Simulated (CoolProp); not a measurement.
Saturation properties of R13 (Tc = 303.0 K, pc = 3973 kPa, ω = 0.175).

Model: reference Helmholtz-energy equation of state, Platzer 1990, in CoolProp. This equation is an older, rougher fit; its heat capacities, sound speeds and derivatives of the liquid may be far off and weren't checked against measurements.

| T (K) | p (kPa) | vapour Z | liquid conductivity (mW/(m K)) |
|---|---|---|---|
| 143.6 | 2.789 | 0.9971 | 115 |
| 148 | (withheld) | (withheld) | 113 |
| 152.5 | 6.618 | (withheld) | 110 |
| 156.9 | (withheld) | (withheld) | 108 |
| 161.4 | 14.06 | 0.9901 | 106 |
| 165.8 | 19.72 | 0.9873 | 104 |
| 170.3 | 27.29 | 0.9838 | 101 |
| 174.7 | 36.82 | 0.9799 | (withheld) |
| 179.1 | (withheld) | 0.9754 | 96.8 |

Task: What belongs in the gaps?

Result: 
- 148, p (kPa): 4.341
- 148, vapour Z: 0.9959
- 152.5, vapour Z: 0.9944
- 156.9, p (kPa): 9.727
- 156.9, vapour Z: 0.9925
- 174.7, liquid conductivity (mW/(m K)): 99.1
- 179.1, p (kPa): 48.83

It boils at 191.7 K under 1 atm.

Thermal conductivity comes from a separate model (Huber 2003), an estimate that may be off by 10 % or more.
